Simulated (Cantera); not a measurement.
Input: 1 mol Si, 4.1 mol H2, at 952 °C and 6.50 bar.

These are equilibrium values from Cantera (NASA tables, ideal gas, pure condensed phases), not measurements of a reactor. Candidate condensed phases: Si; 9 gas species. Kinetics and transport are ignored.

Q: What is the equilibrium state?

A: 
```
Property       Result
----------  ---------
x(H2)           1.000
x(SiH4)       4.42e-6
n(Si(s))    1.000 mol
gas amount  4.100 mol
```
